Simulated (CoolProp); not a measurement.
Vapour-liquid equilibrium of propylene (1) + cyclohexane (2) at 317.2 K; x and y are mole fractions of (1).

Values from CoolProp's multi-fluid Helmholtz-energy mixture model, Lemmon 2013 and Zhou 2014; pair parameters Bell 2016.

```tsv
x	bubble pressure (MPa)	y at the bubble point	dew pressure at overall composition x (MPa)	liquid density (mol/L)
0.05	0.1276	0.776	0.03044	9.119
0.15	0.3155	0.912	0.03402	9.404
0.25	0.4928	0.946	0.03856	9.695
0.35	0.6620	0.962	0.04447	9.990
0.45	0.8255	0.971	0.05252	10.28
0.55	0.9859	0.978	0.06411	10.57
0.65	1.146	0.983	0.08224	10.84
0.75	1.311	0.988	0.1146	11.07
0.85	1.487	0.992	0.1889	11.24
0.95	1.687	0.997	0.5269	11.26
```

No azeotrope shows between x = 0.05 and 0.95.

Pair parameters are fitted to limited data, so mixtures are less certain than the pure fluids. The gap from Raoult's law changes sign with composition, which may be real or a fault of the pair parameters; it wasn't checked against measurements.
